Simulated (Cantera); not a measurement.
What does this Cantera script print?

```python
import numpy as np
import cantera as ct

gas = ct.Solution("h2o2.yaml")
gas.TPX = 550, 170000, {'H2': 1, 'O2': 0.5, 'N2': 2.15, 'H2O': 0.64}
flame = ct.FreeFlame(gas, width=0.028)
flame.set_refine_criteria(ratio=3, slope=0.08, curve=0.16)
flame.transport_model = "mixture-averaged"
flame.solve(loglevel=0, auto=True)
z, T = flame.grid, flame.T
thick = (T[-1] - T[0]) / np.gradient(T, z).max()
show = ['H2', 'O2', 'H2O', 'H', 'H2O2', 'O']
print(f"laminar burning velocity  {flame.velocity[0] * 100:.3f} cm/s")
print(f"burnt temperature         {T[-1]:.1f} K")
print(f"thermal thickness         {thick * 1e3:.4f} mm")
print(f"grid points               {len(z)}")
z0 = z[flame.heat_release_rate.argmax()]
print(f"{'z/mm':>9s}{'T/K':>9s}{'u/(m/s)':>9s}" + "".join(f"{s:>11s}" for s in show))
rows = []
for k in (-3, -2, -1.5, -1, -0.5, -0.25, 0, 0.25, 0.5, 1, 2, 4, 8):
    zz = z0 + k * thick
    rows.append([k * thick, np.interp(zz, z, T), np.interp(zz, z, flame.velocity),
                 *(np.interp(zz, z, flame.X[gas.species_index(s)]) for s in show)])
    print(f"{rows[-1][0] * 1e3:9.3f}{rows[-1][1]:9.1f}{rows[-1][2]:9.3f}" + "".join(f"{x:11.3e}" for x in rows[-1][3:]))
```

Output:

```
laminar burning velocity  331.924 cm/s
burnt temperature         2145.1 K
thermal thickness         0.2193 mm
grid points               106
     z/mm      T/K  u/(m/s)         H2         O2        H2O          H       H2O2          O
   -0.658    550.0    3.319  2.331e-01  1.166e-01  1.492e-01  1.925e-14  2.156e-11  1.234e-12
   -0.439    550.0    3.319  2.329e-01  1.166e-01  1.492e-01  1.519e-12  8.848e-10  9.638e-11
   -0.329    550.1    3.317  2.323e-01  1.167e-01  1.494e-01  2.034e-11  9.941e-09  1.279e-09
   -0.219    551.1    3.313  2.299e-01  1.170e-01  1.499e-01  5.845e-10  1.755e-07  2.590e-08
   -0.110    584.5    3.446  2.119e-01  1.187e-01  1.557e-01  8.051e-06  1.641e-05  2.971e-06
   -0.055    798.1    4.570  1.751e-01  1.127e-01  1.827e-01  9.344e-04  6.282e-05  1.170e-04
    0.000   1183.2    6.615  1.171e-01  8.591e-02  2.472e-01  8.043e-03  2.338e-05  1.372e-03
    0.055   1464.4    8.109  6.660e-02  5.044e-02  3.137e-01  1.656e-02  5.852e-06  3.409e-03
    0.110   1619.2    8.925  4.315e-02  3.063e-02  3.482e-01  1.801e-02  3.578e-06  4.040e-03
    0.219   1768.0    9.684  3.197e-02  1.994e-02  3.693e-01  1.345e-02  1.927e-06  3.438e-03
    0.439   1893.0   10.294  2.600e-02  1.506e-02  3.835e-01  7.793e-03  1.039e-06  2.181e-03
    0.877   1987.5   10.740  1.991e-02  1.134e-02  3.958e-01  4.076e-03  6.281e-07  1.219e-03
    1.754   2054.1   11.045  1.432e-02  8.478e-03  4.059e-01  1.998e-03  3.992e-07  6.392e-04
```

Detailed kinetics in Cantera: the H2/O2 subset of GRI-Mech 3.0, which has no nitrogen chemistry. Burning velocities carry a grid error of a few per cent, more on coarse grids.
